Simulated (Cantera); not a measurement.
A counterflow diffusion flame at 398 Torr, nozzles 20 mm apart: fuel side 47.6 % CH4, 52.4 % H2 at 575 K, oxidiser side 26.0 % O2, 74.0 % N2 at 325 K, fuel mass flux 0.41 times the oxidiser's; mixture-averaged transport, no radiation.

Cantera simulation using GRI-Mech 3.0 (53 species, 325 reactions); the numbers are that mechanism's predictions, not measurements. GRI-Mech 3.0 has no aromatics or soot, which form on the fuel side of real flames. The maximum strain rate includes the flame's own expansion and is several times the mean.

x: mole fraction; the columns are a selection and need not sum to one.

```json
[
 {"oxidiser flux (kg/m²/s)": "0.32", "max strain (1/s)": "495", "mean strain (1/s)": "96.1", "T max (K)": "2238", "peak x OH": "0.0182", "peak x H": "0.0148", "peak x NO": "[?]", "peak x CO": "0.0552", "peak x C2H2": "0.0132"},
 {"oxidiser flux (kg/m²/s)": "0.42", "max strain (1/s)": "630", "mean strain (1/s)": "126", "T max (K)": "2222", "peak x OH": "0.0181", "peak x H": "0.0155", "peak x NO": "[?]", "peak x CO": "0.0544", "peak x C2H2": "0.0131"},
 {"oxidiser flux (kg/m²/s)": "0.56", "max strain (1/s)": "801", "mean strain (1/s)": "168", "T max (K)": "2202", "peak x OH": "0.0178", "peak x H": "0.0163", "peak x NO": "[?]", "peak x CO": "0.0533", "peak x C2H2": "0.0131"},
 {"oxidiser flux (kg/m²/s)": "0.74", "max strain (1/s)": "1010", "mean strain (1/s)": "222", "T max (K)": "2181", "peak x OH": "0.0174", "peak x H": "0.0170", "peak x NO": "[?]", "peak x CO": "0.0522", "peak x C2H2": "0.0129"},
 {"oxidiser flux (kg/m²/s)": "0.98", "max strain (1/s)": "1280", "mean strain (1/s)": "294", "T max (K)": "2160", "peak x OH": "0.0169", "peak x H": "0.0177", "peak x NO": "[?]", "peak x CO": "0.0512", "peak x C2H2": "0.0128"},
 {"oxidiser flux (kg/m²/s)": "1.3", "max strain (1/s)": "1630", "mean strain (1/s)": "391", "T max (K)": "2141", "peak x OH": "0.0164", "peak x H": "0.0184", "peak x NO": "[?]", "peak x CO": "0.0505", "peak x C2H2": "0.0126"},
 {"oxidiser flux (kg/m²/s)": "1.7", "max strain (1/s)": "2030", "mean strain (1/s)": "511", "T max (K)": "2123", "peak x OH": "0.0160", "peak x H": "0.0191", "peak x NO": "[?]", "peak x CO": "0.0498", "peak x C2H2": "0.0124"},
 {"oxidiser flux (kg/m²/s)": "2.3", "max strain (1/s)": "2580", "mean strain (1/s)": "691", "T max (K)": "2101", "peak x OH": "0.0153", "peak x H": "0.0197", "peak x NO": "[?]", "peak x CO": "0.0492", "peak x C2H2": "0.0119"},
 {"oxidiser flux (kg/m²/s)": "3", "max strain (1/s)": "3170", "mean strain (1/s)": "901", "T max (K)": "2080", "peak x OH": "0.0146", "peak x H": "0.0202", "peak x NO": "[?]", "peak x CO": "0.0489", "peak x C2H2": "0.0113"},
 {"oxidiser flux (kg/m²/s)": "4", "max strain (1/s)": "3980", "mean strain (1/s)": "1200", "T max (K)": "2054", "peak x OH": "0.0138", "peak x H": "0.0205", "peak x NO": "[?]", "peak x CO": "0.0487", "peak x C2H2": "0.0104"}
]
```

Problem. Some entries are withheld; supply them.

Solution. 
- 0.32, peak x NO: 0.000246
- 0.42, peak x NO: 0.000223
- 0.56, peak x NO: 0.000198
- 0.74, peak x NO: 0.000176
- 0.98, peak x NO: 0.000154
- 1.3, peak x NO: 0.000134
- 1.7, peak x NO: 0.000115
- 2.3, peak x NO: 9.51e-5
- 3, peak x NO: 7.82e-5
- 4, peak x NO: 6.08e-5
